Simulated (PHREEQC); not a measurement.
A solution holds 0.0041 mol/kgw HF, 0.00465 mol/kgw NH4HF2 and 0.00175 mol/kgw H2SiF6, at 20 °C. Closed to the air; pH follows from the charge balance.

Model: ion-association model, wateq4f.dat, run in PHREEQC.

This is a speciation only: nothing precipitates in the calculation.

Task: Predict the pH.

Result: pH 2.66.

Task: In which forms is F present?

Result: SiF6-2 44 %, HF 39 %, F- 14 %, H2F2 2.2 %, HF2- 1.0 % of the F.

Complexes and solids missing from the database can't appear. SiF6-2 is the database's only silicon fluoride.
